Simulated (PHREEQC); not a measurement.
Make-up at 25 °C: 0.0085 mol/kgw Cu(BF4)2, 0.0011 mol/kgw H2SO4 and 0.0017 mol/kgw Na2SO4. Closed to the air; pH follows from the charge balance.

All values are PHREEQC results (ion-association model, wateq4f.dat), not measurements.

Each row changes one thing in this solution. This is a speciation only: nothing precipitates in the calculation.

| case | pH | ionic strength (mol/kgw) | BF4- (mol/kgw) | Cu+2 (mol/kgw) | HF (mol/kgw) | SO4-2 (mol/kgw) | SI of Chalcanthite (CuSO4:5H2O) | SI of CuF2:2H2O (CuF2:2H2O) |
|---|---|---|---|---|---|---|---|---|
| as made | 2.65 | 0.0306 | 0.0143 | 0.00759 | 0.00481 | 0.00177 | -2.78 | -3.52 |
| 0.00012 mol/kgw HBr added | 2.64 | 0.0307 | 0.0143 | 0.00760 | 0.00484 | 0.00176 | -2.78 | -3.53 |
| 0.0036 mol/kgw Cs2CO3 added | 3.47 | 0.0352 | 0.0128 | 0.00727 | 0.00274 | 0.00197 | -2.78 | -2.40 |
| diluted 5-fold with water | 2.95 | 0.00715 | 0.00199 | 0.00159 | 0.00270 | 0.000448 | -3.81 | -3.98 |
| 0.00022 mol/kgw H3PO4 added | 2.63 | 0.0307 | 0.0143 | 0.00760 | 0.00485 | 0.00176 | -2.78 | -3.54 |
| diluted 2-fold with water | 2.80 | 0.0161 | 0.00647 | 0.00387 | 0.00375 | 0.000994 | -3.20 | -3.66 |
| diluted 100-fold with water | 3.51 | 0.000633 | 4.18e-8 | 8.40e-5 | 0.000211 | 2.69e-5 | -6.10 | -6.26 |
| Cu(BF4)2 from 0.0085 to 0.00085 mol/kgw | 2.73 | 0.00983 | 0.000711 | 0.000693 | 0.00248 | 0.00231 | -3.50 | -4.89 |

Real BF4- forms and hydrolyses slowly; the run takes it at equilibrium.
